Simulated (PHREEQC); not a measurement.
Consider water at 20 °C with 0.035 mol/kgw HF, 0.0016 mol/kgw NH4F and 5.6e-05 mol/kgw (NH4)2SiF6. Closed to the air; pH follows from the charge balance.

Computed with PHREEQC (ion-association model, phreeqc.dat).

Each row changes one thing in this solution. This is a speciation only: nothing precipitates in the calculation.

```
case                                          pH  ionic strength (mol/kgw)  HF (mol/kgw)  F- (mol/kgw)  HF2- (mol/kgw)  SI of Quartz (SiO2)
------------------------------------------  ----  ------------------------  ------------  ------------  --------------  -------------------
as made                                     2.37                   0.00635        0.0298       0.00557        0.000611                -7.49
diluted 100-fold with water                    ?                  0.000275       9.39e-5      0.000275         9.51e-8                -2.20
0.041 mol/kgw NaHCO3 added                  5.53                    0.0421      0.000120        0.0361         1.60e-5                -0.30
(NH4)2SiF6 from 5.6e-05 to 0.00028 mol/kgw  2.37                   0.00704        0.0298       0.00559        0.000613                -6.80
NH4F left out                               2.31                         ?        0.0293       0.00473        0.000509                -7.31
HF left out                                 4.18                   0.00178      0.000154       0.00178         1.01e-6                    ?
```

Complete the blanks.


- diluted 100-fold with water, pH: 3.60
- NH4F left out, ionic strength (mol/kgw): 0.00541
- HF left out, SI of Quartz (SiO2): -0.20

SiF6-2 is the database's only silicon fluoride.
